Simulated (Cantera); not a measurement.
**Pyrogenic steam for wet oxidation**

An isothermal, constant-pressure homogeneous reactor starts with H2 : O2 : N2 = 1.5 : 1 : 7.2 (molar parts), at 850 K and 0.190 bar.

Model: GRI-Mech 3.0 (53 species, 325 reactions), integrated in Cantera. Below about 950 K walls govern HO2 and H2O2 in real vessels. The temperature is held fixed by assumption; the heat of reaction is taken as removed at once.

```json
[
 {"t (s)": "2.00e-5", "x H2": "0.155", "x O2": "0.103", "x N2O": "<1e-12", "x H2O2": "<1e-12", "x H": "<1e-12"},
 {"t (s)": "6.93e-5", "x H2": "0.155", "x O2": "0.103", "x N2O": "<1e-12", "x H2O2": "<1e-12", "x H": "1.13e-12"},
 {"t (s)": "0.000240", "x H2": "0.155", "x O2": "0.103", "x N2O": "<1e-12", "x H2O2": "<1e-12", "x H": "4.31e-12"},
 {"t (s)": "0.000832", "x H2": "0.155", "x O2": "0.103", "x N2O": "<1e-12", "x H2O2": "<1e-12", "x H": "2.51e-11"},
 {"t (s)": "0.00288", "x H2": "0.155", "x O2": "0.103", "x N2O": "<1e-12", "x H2O2": "3.85e-12", "x H": "8.70e-10"},
 {"t (s)": "0.01000", "x H2": "0.150", "x O2": "0.101", "x N2O": "4.58e-11", "x H2O2": "3.90e-7", "x H": "0.00109"},
 {"t (s)": "0.0346", "x H2": "0.0269", "x O2": "0.0410", "x N2O": "2.24e-9", "x H2O2": "5.81e-6", "x H": "2.61e-6"},
 {"t (s)": "0.120", "x H2": "0.0268", "x O2": "0.0410", "x N2O": "2.25e-9", "x H2O2": "1.51e-5", "x H": "1.82e-8"},
 {"t (s)": "0.416", "x H2": "0.0268", "x O2": "0.0409", "x N2O": "2.25e-9", "x H2O2": "2.11e-5", "x H": "2.47e-8"},
 {"t (s)": "1.44", "x H2": "0.0265", "x O2": "0.0408", "x N2O": "2.27e-9", "x H2O2": "5.07e-5", "x H": "6.36e-8"},
 {"t (s)": "5.00", "x H2": "0.0236", "x O2": "0.0393", "x N2O": "2.46e-9", "x H2O2": "0.000103", "x H": "1.32e-7"},
 {"t (s)": "17.3", "x H2": "0.0141", "x O2": "0.0348", "x N2O": "3.23e-9", "x H2O2": "8.12e-5", "x H": "9.52e-8"},
 {"t (s)": "60.0", "x H2": "0.00167", "x O2": "0.0287", "x N2O": "5.72e-9", "x H2O2": "2.24e-5", "x H": "1.88e-8"}
]
```
x: mole fraction; the columns are a selection and need not sum to one.

Equilibrium at this temperature and pressure: H2 1.06e-12, O2 0.0279, N2O 7.27e-11, H2O2 3.61e-12, H <1e-12 (gas phase only).
